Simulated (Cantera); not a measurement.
Input: 1 mol TiC, 0.29 mol C, 0.15 mol H2, at 2150 K and 0.133 bar.

Cantera equilibrium calculation (NASA polynomials, part measured and part estimated; ideal gas, pure solids and liquids). Candidate condensed phases: C, C6H6, C7H8, C8H18, Ti, TiC; 77 gas species. TiC: taken at fixed stoichiometry. Kinetics and transport are ignored.

Base state: H2 0.987, H 0.0115, C2H2 (acetylene) 0.00191, CH4 3.81e-5 (mole fractions); condensed: C(graphite) + TiC(s).

Question: What changes in the equilibrium state with this change: 0.37 mol CO2 added?

Answer: 
```json
[
 {"species": "CO", "before": "0", "after": "0.821"},
 {"species": "H2", "before": "0.987", "after": "0.174"},
 {"species": "H", "before": "0.0115", "after": "0.00481"},
 {"species": "TiO", "before": "0", "after": "4.60e-5"},
 {"species": "H2O", "before": "0", "after": "7.22e-5"},
 {"species": "CO2", "before": "0", "after": "6.68e-5"},
 {"species": "C2H2 (acetylene)", "before": "0.00191", "after": "1.06e-7"},
 {"species": "CH4", "before": "3.81e-5", "after": "2.09e-8"},
 {"species": "C(graphite), mol", "before": "0.289", "after": "0"},
 {"species": "TiC(s), mol", "before": "1.00", "after": "0.960"},
 {"species": "TiO(l), mol", "before": "0", "after": "0.0399"}
]
```
Mutual solubility and eutectic melting of coexisting phases are not modelled. TiC, TiO: taken at fixed stoichiometry. Condensed phases not in the tables: solid solutions among these carbides, nitrides and lower oxides. Further candidate phases: H2O, TiO, TiO2, Ti2O3, Ti3O5, Ti4O7.

Question: What changes in the equilibrium state with this change: temperature from 2150 K to 1625 K?

Answer: 
```tsv
species	before	after
H2	0.987	1.000
CH4	3.81e-5	0.000196
H	0.0115	0.000193
C2H2 (acetylene)	0.00191	3.55e-5
C(graphite), mol	0.289	0.290
TiC(s), mol	1.00	1.00
```
